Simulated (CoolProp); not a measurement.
A closed Brayton cycle with nitrogen: compressor inlet 318.15 K and 6.5 MPa, high pressure 18.1 MPa, turbine inlet 865 K, compressor efficiency 0.85, turbine efficiency 0.85, recuperator effectiveness 0.9 (on enthalpy, no pinch check). Each further row changes one setting.

The numbers come from the reference Helmholtz-energy equation of state, Span 2000 in CoolProp.

```
case                           thermal efficiency (%)  net work (kJ/kg)  compressor to turbine work  compressor exit (K)  turbine exit (K)
-----------------------------  ----------------------  ----------------  --------------------------  -------------------  ----------------
as stated                                        28.4              66.8                        0.67                447.1             689.7
turbine inlet 815 K                              25.1              55.0                        0.72                447.1             648.2
compressor inlet 328.15 K                        26.7              62.2                        0.70                461.0             689.7
high pressure 15.4 MPa                           29.6              62.7                        0.64                424.2             714.6
recuperator effectiveness 0.5                    19.6              66.8                        0.67                447.1             689.7
```
